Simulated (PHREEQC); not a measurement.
A solution holds 0.05 mol CsOH, 0.011 mol H3BO3 and 0.017 mol K3PO4 per kg of water, at 25 °C. Closed to the air; pH follows from the charge balance.

Model: ion-association model, wateq4f.dat, run in PHREEQC.

```
quantity         before    after
---------------  ------  -------
pH                12.48    12.24
PO4-3 (mol/kgw)  0.0143  0.00591
```

Problem. Name the change that produced these shifts.
(A) diluted 2-fold with water
(B) K3PO4 replaced by NaH2PO4 at the same molality
(C) H3BO3 left out
(D) diluted 100-fold with water

Solution. A, diluted 2-fold with water

This is a speciation only: nothing precipitates in the calculation. H3PO4, which wateq4f.dat lacks, is added to it with the constant of phreeqc.dat.
